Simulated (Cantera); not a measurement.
Input (Python, Cantera):

```python
import numpy as np
import cantera as ct

gas = ct.Solution("h2o2.yaml")
gas.TPX = 675, 380000, {'H2': 1, 'O2': 0.532, 'N2': 1.49}
flame = ct.FreeFlame(gas, width=0.016)
flame.set_refine_criteria(ratio=3, slope=0.08, curve=0.16)
flame.transport_model = "mixture-averaged"
flame.solve(loglevel=0, auto=True)
flame.transport_model = "multicomponent"
flame.soret_enabled = True
flame.solve(loglevel=0, refine_grid=True)
z, T = flame.grid, flame.T
thick = (T[-1] - T[0]) / np.gradient(T, z).max()
show = ['H2', 'O2', 'H2O2', 'OH', 'H', 'O']
print(f"laminar burning velocity  {flame.velocity[0] * 100:.3f} cm/s")
print(f"burnt temperature         {T[-1]:.1f} K")
print(f"thermal thickness         {thick * 1e3:.4f} mm")
print(f"grid points               {len(z)}")
z0 = z[flame.heat_release_rate.argmax()]
print(f"{'z/mm':>9s}{'T/K':>9s}{'u/(m/s)':>9s}" + "".join(f"{s:>11s}" for s in show))
rows = []
for k in (-3, -2, -1.5, -1, -0.5, -0.25, 0, 0.25, 0.5, 1, 2, 4, 8):
    zz = z0 + k * thick
    rows.append([k * thick, np.interp(zz, z, T), np.interp(zz, z, flame.velocity),
                 *(np.interp(zz, z, flame.X[gas.species_index(s)]) for s in show)])
    print(f"{rows[-1][0] * 1e3:9.3f}{rows[-1][1]:9.1f}{rows[-1][2]:9.3f}" + "".join(f"{x:11.3e}" for x in rows[-1][3:]))
```

Result:

```
laminar burning velocity  1072.373 cm/s
burnt temperature         2758.8 K
thermal thickness         0.0780 mm
grid points               127
     z/mm      T/K  u/(m/s)         H2         O2       H2O2         OH          H          O
   -0.234    675.0   10.724  3.309e-01  1.760e-01  2.084e-14  5.471e-16  1.658e-15  1.022e-14
   -0.156    675.0   10.724  3.309e-01  1.760e-01  1.238e-12  9.220e-14  4.954e-13  1.716e-12
   -0.117    675.0   10.723  3.309e-01  1.761e-01  3.609e-11  4.114e-12  4.494e-11  7.553e-11
   -0.078    675.1   10.719  3.305e-01  1.762e-01  3.480e-09  6.633e-10  2.667e-08  8.636e-09
   -0.039    697.3   10.867  3.159e-01  1.791e-01  6.682e-06  5.702e-05  1.324e-04  1.204e-05
   -0.019    943.5   14.144  2.688e-01  1.751e-01  4.511e-05  1.381e-03  5.173e-03  5.854e-04
    0.000   1442.0   20.941  1.652e-01  1.279e-01  1.521e-05  6.589e-03  3.076e-02  6.695e-03
    0.019   1803.4   25.917  8.056e-02  6.693e-02  4.391e-06  1.715e-02  4.880e-02  1.425e-02
    0.039   1989.5   28.407  5.690e-02  4.502e-02  2.714e-06  2.364e-02  4.629e-02  1.609e-02
    0.078   2188.2   30.908  4.939e-02  3.583e-02  1.698e-06  2.774e-02  3.505e-02  1.409e-02
    0.156   2380.3   33.190  4.388e-02  3.087e-02  1.228e-06  2.874e-02  2.336e-02  1.044e-02
    0.312   2552.6   35.141  3.633e-02  2.639e-02  1.031e-06  2.741e-02  1.417e-02  7.043e-03
    0.624   2681.2   36.546  2.874e-02  2.281e-02  1.031e-06  2.478e-02  8.442e-03  4.675e-03
```

Model: the H2/O2 subset of GRI-Mech 3.0, which has no nitrogen chemistry, integrated in Cantera. The hydrogen kinetics of GRI-Mech 3.0 are dated; newer H2 mechanisms differ, most at raised pressure. Burning velocities carry a grid error of a few per cent, more on coarse grids.
